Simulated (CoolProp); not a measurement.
Vapour-liquid equilibrium of propylene (1) + R142b (2) at 0.568 MPa; x and y are mole fractions of (1).

Values from CoolProp's multi-fluid Helmholtz-energy mixture model, Lemmon 2013 and Lemmon 2006; pair parameters Bell 2016.

**Question.** Give the bubble temperature and the first vapour's composition at x = 0.2, 0.5, 0.95. Is there an azeotrope?

**Answer.** x = 0.2: 28.4 °C, y = 0.442; x = 0.5: 13.3 °C, y = 0.764; x = 0.95: 0.2 °C, y = 0.980. No azeotrope shows between x = 0.05 and 0.95.

Pair parameters are fitted to limited data, so mixtures are less certain than the pure fluids.
